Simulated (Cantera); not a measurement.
## Hydrocarbon pyrolysis for carbon deposition

An isothermal, constant-pressure homogeneous reactor starts with 3.30 % C2H4, 89.1 % H2, 7.59 % H2O, at 1050 K and 330 Torr.

Computed with Cantera and GRI-Mech 3.0 (53 species, 325 reactions). GRI-Mech 3.0 was tuned for natural gas; its chemistry of ethylene as a main component is partial and can be far from experiment.

| t (s) | x C2H4 | x H2 | x CH2 | x CH4 | x CH3 | x C2H | x C2H6 |
|---|---|---|---|---|---|---|---|
| 0.000100 | 0.0330 | 0.891 | <1e-12 | <1e-12 | <1e-12 | <1e-12 | 1.30e-12 |
| 0.000239 | 0.0330 | 0.891 | <1e-12 | <1e-12 | <1e-12 | <1e-12 | 7.67e-12 |
| 0.000572 | 0.0330 | 0.891 | <1e-12 | <1e-12 | <1e-12 | <1e-12 | 4.43e-11 |
| 0.00137 | 0.0330 | 0.891 | <1e-12 | <1e-12 | <1e-12 | <1e-12 | 2.54e-10 |
| 0.00327 | 0.0330 | 0.891 | <1e-12 | <1e-12 | <1e-12 | <1e-12 | 1.47e-9 |
| 0.00782 | 0.0330 | 0.891 | <1e-12 | <1e-12 | <1e-12 | <1e-12 | 8.37e-9 |
| 0.0187 | 0.0330 | 0.891 | <1e-12 | 4.62e-12 | <1e-12 | <1e-12 | 4.79e-8 |
| 0.0447 | 0.0330 | 0.891 | <1e-12 | 6.43e-11 | <1e-12 | <1e-12 | 2.81e-7 |
| 0.107 | 0.0330 | 0.891 | <1e-12 | 9.90e-10 | <1e-12 | <1e-12 | 1.87e-6 |
| 0.256 | 0.0330 | 0.891 | <1e-12 | 2.99e-8 | 8.21e-12 | <1e-12 | 2.34e-5 |
| 0.612 | 0.0319 | 0.891 | <1e-12 | 1.41e-5 | 2.06e-9 | <1e-12 | 0.00108 |
| 1.46 | 0.0254 | 0.890 | <1e-12 | 0.000590 | 1.92e-8 | <1e-12 | 0.00742 |
| 3.50 | 0.0216 | 0.888 | <1e-12 | 0.00346 | 4.39e-8 | <1e-12 | 0.00976 |
| 8.36 | 0.0194 | 0.885 | <1e-12 | 0.0100 | 8.41e-8 | <1e-12 | 0.00878 |
| 20.0 | 0.0154 | 0.878 | <1e-12 | 0.0221 | 1.50e-7 | <1e-12 | 0.00692 |
x: mole fraction; the columns are a selection and need not sum to one.

Equilibrium at this temperature and pressure: C2H4 2.12e-8, H2 0.925, CH2 <1e-12, CH4 0.00593, CH3 1.35e-9, C2H <1e-12, C2H6 1.02e-8 (gas phase only).
